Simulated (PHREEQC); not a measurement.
Solution (25 °C): 150 mmol/kgw H2SO4, 2.8 mmol/kgw CuSO4 and 0.085 mmol/kgw KCl. Closed to the air; pH follows from the charge balance.

Model: ion-association model, phreeqc.dat, run in PHREEQC.

No solid was allowed to form.

Question: Order these S species by the share of S that they hold, largest first: SO4-2, CuSO4, HSO4-.

Answer: HSO4- (83 %), SO4-2 (16 %), CuSO4 (0.57 %)

The pH is 0.86 and the ionic strength 0.203 mol/kgw.
